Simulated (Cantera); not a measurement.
Feed: 1 mol AlCl3, 0.34 mol O2, 2.5 mol H2, held at 1575 K and 13300 Pa.

Cantera equilibrium calculation (NASA polynomials, part measured and part estimated; ideal gas, pure solids and liquids). Candidate condensed phases: Al, AlCl3, Al2O3, H2O; 29 gas species. The tables' values for AlCl2 are old estimates; treat these amounts as uncertain. The numbers say what is thermodynamically allowed, not how fast it happens.

Base state: H2 0.485, HCl 0.368, AlCl3 0.142, AlCl2 0.00344, AlCl 0.000495, H 7.93e-5, H2O 6.44e-5, Cl 4.78e-5 (mole fractions); condensed: Al2O3(s).

What changes in the equilibrium state with this change: O2 from 0.34 to 17 mol?


```tsv
species	before	after
O2	<1e-9	0.791
HCl	0.368	0.134
H2O	6.44e-5	0.0593
H2	0.485	8.98e-7
AlCl3	0.142	2.45e-7
Cl	4.78e-5	0.0128
AlCl2	0.00344	<1e-9
AlCl	0.000495	<1e-9
Al2O3(s), mol	0.227	0.500
```
